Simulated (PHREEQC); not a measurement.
Make-up at 25 °C: 0.0097 mol/kgw CuCl2 and 0.00748 mol/kgw H2SO4. Closed to the air; pH follows from the charge balance.

All values are PHREEQC results (ion-association model, phreeqc.dat), not measurements.

* **pH**: 1.96
* **ionic strength**: 0.0406 mol/kgw
* **specific conductance**: 6430 µS/cm
* **total alkalinity**: -15.0 meq/kg

| species | molality | activity | log γ |
|---|---|---|---|
| Cl- | 0.0192 | 0.0159 | -0.082 |
| H+ | 0.0127 | 0.0109 | -0.064 |
| Cu+2 | 0.00800 | 0.00407 | -0.294 |
| SO4-2 | 0.00369 | 0.00181 | -0.310 |
| HSO4- | 0.00230 | 0.00192 | -0.079 |
| CuSO4 | 0.00149 | 0.00150 | 0.004 |
| CuCl+ | 0.000209 | 0.000174 | -0.081 |
| CuCl2 | 1.47e-6 | 1.48e-6 | 0.004 |
| CuOH+ | 4.49e-9 | 3.72e-9 | -0.081 |

This is a speciation only: nothing precipitates in the calculation.
